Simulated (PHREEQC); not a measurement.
PHREEQC input (ion-association model, wateq4f.dat):

```
SOLUTION_MASTER_SPECIES
  An  An-  0  An  62.0  # stands for a non-complexing anion
SOLUTION_SPECIES
  An- = An-
    -log_k 0
    -gamma 3.0 0
PHASES
  Fix_H+
    H+ = H+
    -log_k 0
SOLUTION 1
  temp 25
  units mmol/kgw
  pH 7 charge
  Cl 0.048
  Ni 0.024
  Na 10
  An 10
END
SELECTED_OUTPUT 1
  -reset false
  -pH true
  -pe true
  -ionic_strength true
  -water true
  -totals Cl Na Ni
  -molalities Hfo_wOH Hfo_wOH2+ Hfo_wO- Hfo_sOH Hfo_sOH2+ Hfo_sO- Hfo_sONi+ Hfo_wONi+
  -saturation_indices Ni(OH)2 Halite
USER_PUNCH 1
  -headings sigma psi
  10 PUNCH EDL("sigma", "Hfo"), EDL("psi", "Hfo")
PRINT
  -reset false
USE solution 1
SURFACE 1
  Hfo_wOH 0.00164045 600 0.73
  Hfo_sOH 4.10112e-05
EQUILIBRIUM_PHASES 1
  Fix_H+ -3 HAn 10
    -force_equality true
  O2(g) -0.68 10
END
# ... the last block is repeated for the other 16 points of pH, with NaOH or the acid as the point needs
```

Selected output (columns that matter, 17 of 17 rows; pH added in front):

```
pH	mu	Na	Ni	m_Hfo_wOH	m_Hfo_wOH2+	m_Hfo_wO-	m_Hfo_sOH	m_Hfo_sOH2+	m_Hfo_sO-	m_Hfo_sONi+	si_Ni(OH)2	si_Halite	sigma	psi
3	0.011915	0.01	2.4e-05	0.00019313	0.0014467	5.9066e-07	4.8284e-06	3.6168e-05	1.4766e-08	6.6838e-11	-9.6137	-7.9979	0.32655	0.20205
3.38	0.01119	0.01	2.4e-05	0.00034862	0.0012897	2.1589e-06	8.7155e-06	3.2241e-05	5.3972e-08	3.4695e-10	-8.8485	-7.9952	0.29074	0.19769
3.75	0.010831	0.01	2.3998e-05	0.00052876	0.0011059	5.7916e-06	1.3218e-05	2.7646e-05	1.4478e-07	1.6448e-09	-8.1059	-7.9939	0.24842	0.19046
4.12	0.010619	0.01	2.3992e-05	0.00071027	0.00091758	1.2595e-05	1.7754e-05	2.2935e-05	3.1482e-07	7.524e-09	-7.3644	-7.9931	0.20436	0.18095
4.5	0.010474	0.01	2.3963e-05	0.00087603	0.00074068	2.3736e-05	2.1882e-05	1.8501e-05	5.929e-07	3.4971e-08	-6.6038	-7.9925	0.1619	0.16936
4.88	0.010369	0.01	2.3832e-05	0.0010092	0.00059184	3.9422e-05	2.5131e-05	1.4738e-05	9.8171e-07	1.5972e-07	-5.8454	-7.9921	0.12477	0.15628
5.25	0.01029	0.01	2.328e-05	0.0011051	0.00047665	5.8691e-05	2.7167e-05	1.1718e-05	1.4429e-06	6.8266e-07	-5.115	-7.9918	0.094502	0.14228
5.62	0.010225	0.01	2.1197e-05	0.001171	0.00038837	8.0889e-05	2.7386e-05	9.0827e-06	1.8917e-06	2.6506e-06	-4.4152	-7.9916	0.069942	0.12715
6	0.010162	0.01	1.552e-05	0.0012142	0.00032028	0.00010545	2.448e-05	6.4573e-06	2.126e-06	7.9482e-06	-3.7901	-7.9913	0.050151	0.11055
6.38	0.010103	0.01	7.6829e-06	0.0012388	0.0002704	0.00013001	1.9629e-05	4.2847e-06	2.0601e-06	1.5037e-05	-3.3351	-7.9911	0.035013	0.092933
6.75	0.010062	0.01	2.498e-06	0.0012504	0.00023674	0.0001513	1.6418e-05	3.1083e-06	1.9865e-06	1.9499e-05	-3.0828	-7.9909	0.023806	0.074702
7.12	0.010037	0.01	5.8632e-07	0.0012554	0.00021413	0.0001686	1.5277e-05	2.6057e-06	2.0517e-06	2.1077e-05	-2.9724	-7.9908	0.01531	0.055494
7.5	0.010029	0.010009	1.1457e-07	0.0012572	0.00019804	0.00018283	1.5005e-05	2.3637e-06	2.1822e-06	2.146e-05	-2.9223	-7.9904	0.008653	0.035059
7.88	0.010041	0.010034	2.1473e-08	0.0012573	0.00018589	0.00019482	1.4949e-05	2.2102e-06	2.3164e-06	2.1535e-05	-2.8916	-7.9894	0.0032925	0.014208
8.25	0.010053	0.010056	4.1901e-09	0.0012565	0.0001757	0.00020584	1.4929e-05	2.0875e-06	2.4457e-06	2.1549e-05	-2.8665	-7.9884	-0.0014338	-0.0062477
8.62	0.010067	0.010082	8.3642e-10	0.0012546	0.00016552	0.00021786	1.4905e-05	1.9664e-06	2.5881e-06	2.1552e-05	-2.8405	-7.9874	-0.0063802	-0.02664
9	0.010087	0.010116	1.7353e-10	0.001251	0.00015372	0.00023325	1.4862e-05	1.8261e-06	2.7709e-06	2.1552e-05	-2.8083	-7.986	-0.012443	-0.047292
```

Species that the database lacks are ignored. The oxide is taken as insoluble; below pH 4 it would dissolve.
